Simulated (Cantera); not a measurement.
**Thermodynamics of silicon carbide growth, feed Si(CH3)4 + C2H4 + H2**

Input: 1 mol Si(CH3)4, 0.19 mol C2H4, 10 mol H2, at 3.75 Torr.

Cantera equilibrium calculation (NASA polynomials, part measured and part estimated; ideal gas, pure solids and liquids). Candidate condensed phases: C, C6H6, C7H8, C8H18, Si, SiC; 87 gas species. Gases not in the tables: Si2H6 and higher silanes. Rates play no part.

```
T (°C)   x H2       x H      x Si     x CH4  x C2H2 (acetylene)    x SiC2    x Si2C  n C(graphite)  n SiC(s)
------  -----  --------  --------  --------  ------------------  --------  --------  -------------  --------
627     0.998   1.65e-9    <1e-12   0.00156            5.61e-11    <1e-12    <1e-12           3.35      1.00
727     1.000   3.21e-8    <1e-12  0.000477             1.14e-9    <1e-12    <1e-12           3.37      1.00
827     1.000   3.66e-7    <1e-12  0.000179             1.33e-8    <1e-12    <1e-12           3.38      1.00
927     1.000   2.79e-6    <1e-12   7.90e-5             1.03e-7    <1e-12    <1e-12           3.38      1.00
1027    1.000   1.56e-5  2.56e-11   3.93e-5             5.76e-7    <1e-12    <1e-12           3.38      1.00
1127    1.000   6.88e-5  7.90e-10   2.16e-5             2.52e-6    <1e-12    <1e-12           3.38      1.00
1227    1.000  0.000249   1.53e-8   1.28e-5             9.02e-6  2.68e-11  2.34e-11           3.38      1.00
1327    0.999  0.000769   2.05e-7   8.15e-6             2.75e-5  7.97e-10  6.51e-10           3.38     1.000
1427    0.998   0.00208   2.01e-6   5.45e-6             7.32e-5   1.58e-8   1.21e-8           3.38     1.000
1527    0.995   0.00505   1.53e-5   3.81e-6            0.000174   2.23e-7   1.62e-7           3.37     1.000
1627    0.988    0.0112   9.37e-5   2.75e-6            0.000377   2.37e-6   1.64e-6           3.37     0.998
1727    0.976    0.0227  0.000477   2.02e-6            0.000750   1.98e-5   1.31e-5           3.36     0.991
1827    0.953    0.0430   0.00208   1.50e-6             0.00138  0.000134   8.51e-5           3.37     0.958
```
x: gas mole fraction; n: condensed amount in mol.

From 627 °C to 1827 °C the condensed part is C(graphite) + SiC(s).
